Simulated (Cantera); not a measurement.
Gas mixture: CO : C2H2 : H2O : CO2 = 0.79 : 0.45 : 0.54 : 0.93 (molar parts), at 760 Torr, frozen composition.

Cantera's kinetic-theory transport with the Lennard-Jones parameters of GRI-Mech 3.0, ideal gas; thermal conductivity in the multicomponent form. Polar gases are described roughly by these parameters. The composition is frozen, though it would react at the higher temperatures.

One state of this run: ρ (kg/m³) = 0.345; cp (J/kg/K) = 1569; μ (µPa s) = 40.9; λ (mW/m/K) = 90.9; Pr = 0.705; D (cm²/s) H = 10.8; D (cm²/s) NO = 1.74; D (cm²/s) NH3 = 2.10. D: mixture-averaged diffusion coefficient of that species in the mixture.

Which value of T (K) does it belong to?
A. 500
B. 1100
C. 900
D. 600

B, 1100
